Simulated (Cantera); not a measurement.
Mixture: H₂ : O₂ : N₂ : NO = 1 : 0.862 : 3.24 : 0.0087 (molar parts), at 0.612 atm, adiabatic and at constant pressure. Ignition delay is the time to a rise of 400 K.

Detailed kinetics in Cantera: GRI-Mech 3.0 (53 species, 325 reactions). The mechanism lacks 2 NO + O2 → 2 NO2 and HONO, so NO2 and the effect of NO are under-described below about 1400 K. Where the delays flatten at high temperature, the 400 K rule measures the pace of heat release, not the induction time.

Q: What does this change do: NO 0.0087 to 0.021 parts?

A: 
```json
[
 {"quantity": "delay at 1023 K", "before": "0.235 ms", "after": "0.223 ms"},
 {"quantity": "delay at 1223 K", "before": "75.2 µs", "after": "74.7 µs"},
 {"quantity": "delay at 1423 K", "before": "48.1 µs", "after": "47.9 µs"},
 {"quantity": "delay at 1623 K", "before": "47.5 µs", "after": "47.2 µs"}
]
```

Q: What does this change do: pressure from 0.612 atm to 10.9 atm?

A: 
```csv
quantity,before,after
delay at 1023 K,0.235 ms,0.220 ms
delay at 1223 K,75.2 µs,11.1 µs
delay at 1423 K,48.1 µs,2.02 µs
delay at 1623 K,47.5 µs,0.983 µs
```
The hydrogen kinetics of GRI-Mech 3.0 are dated; newer H2 mechanisms differ, most at raised pressure.

Q: What does this change do: O2 0.862 to 0.31 parts?

A: 
```tsv
quantity	before	after
delay at 1023 K	0.235 ms	0.468 ms
delay at 1223 K	75.2 µs	0.169 ms
delay at 1423 K	48.1 µs	0.127 ms
delay at 1623 K	47.5 µs	0.139 ms
```
